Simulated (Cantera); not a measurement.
An isothermal, constant-pressure homogeneous reactor starts with 5.56 % C₂H₆, 94.4 % N₂, at 1750 K and 11.3 Torr.

Computed with Cantera and GRI-Mech 3.0 (53 species, 325 reactions). GRI-Mech 3.0 stops at C3 and has no aromatics, soot or wall deposition, so with more carbon than oxygen in the feed, carbon stays in small species such as C2H2 where larger ones or solid carbon would form. Radical loss at walls, strong at low pressure, is not modelled.

x: mole fraction; the columns are a selection and need not sum to one.

```tsv
t (s)	x C₂H₆	x H₂	x CH₃	x C₂H	x C₂H₄	x CH₂	x H
4.00e-5	0.0523	4.60e-5	0.00571	<1e-12	4.66e-5	___	3.62e-5
0.000149	0.0416	0.00273	0.0169	5.42e-9	0.00265	___	0.000537
0.000552	0.00812	0.0286	0.0236	2.36e-6	0.0214	___	0.00186
0.00205	6.25e-5	0.0681	0.00446	4.22e-6	0.00953	___	0.00125
0.00761	7.62e-6	0.0815	0.00142	2.04e-6	0.00153	___	0.000551
0.0283	2.07e-6	0.0864	0.000674	1.23e-6	0.000215	___	0.000332
0.105	7.21e-7	0.0903	0.000385	9.80e-7	7.25e-5	___	0.000269
0.390	2.11e-7	0.0952	0.000213	1.15e-6	2.11e-5	___	0.000321
1.45	1.79e-8	0.0987	6.67e-5	1.64e-6	3.89e-6	___	0.000465
5.38	5.67e-10	0.0995	1.25e-5	2.08e-6	2.52e-6	___	0.000589
20.0	2.35e-11	0.0996	2.46e-6	2.13e-6	2.48e-6	___	0.000603
```

Task: What belongs in the gaps?

Result: 
- 4.00e-5, x CH₂: 2.66e-6
- 0.000149, x CH₂: 4.43e-5
- 0.000552, x CH₂: 0.000113
- 0.00205, x CH₂: 3.32e-5
- 0.00761, x CH₂: 7.02e-6
- 0.0283, x CH₂: 2.30e-6
- 0.105, x CH₂: 1.10e-6
- 0.390, x CH₂: 7.28e-7
- 1.45, x CH₂: 3.32e-7
- 5.38, x CH₂: 7.97e-8
- 20.0, x CH₂: 1.60e-8
